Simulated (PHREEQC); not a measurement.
Dissolve 12 mmol/kgw HF and 180 mmol/kgw NH3 at 20 °C. Closed to the air; pH follows from the charge balance.

Model: ion-association model, phreeqc.dat, run in PHREEQC.

Each row changes one thing in this solution. This is a speciation only: nothing precipitates in the calculation.

| case | pH | ionic strength (mol/kgw) | NH3 (mol/kgw) | NH4+ (mol/kgw) |
|---|---|---|---|---|
| as made | 10.59 | 0.0123 | 0.168 | 0.0123 |
| temperature from 20 to 45 °C | [?] | 0.0123 | 0.168 | 0.0123 |
| HF from 0.012 to 0.0012 mol/kgw | [?] | 0.00254 | [?] | 0.00254 |
| HF from 0.012 to 0.0108 mol/kgw | [?] | 0.0111 | [?] | 0.0111 |
| temperature from 20 to 70 °C | 9.24 | 0.0123 | 0.168 | 0.0123 |
| NH3 replaced by NH4Br at the same molality | 2.56 | 0.183 | 1.74e-8 | 0.180 |

Question: Some entries are withheld; supply them.

Answer: 
- temperature from 20 to 45 °C, pH: 9.86
- HF from 0.012 to 0.0012 mol/kgw, pH: 11.27
- HF from 0.012 to 0.0012 mol/kgw, NH3 (mol/kgw): 0.177
- HF from 0.012 to 0.0108 mol/kgw, pH: 10.63
- HF from 0.012 to 0.0108 mol/kgw, NH3 (mol/kgw): 0.169

Complexes and solids missing from the database can't appear. At this temperature some constants are extrapolated from 25 °C, and those without enthalpy data are left unchanged.
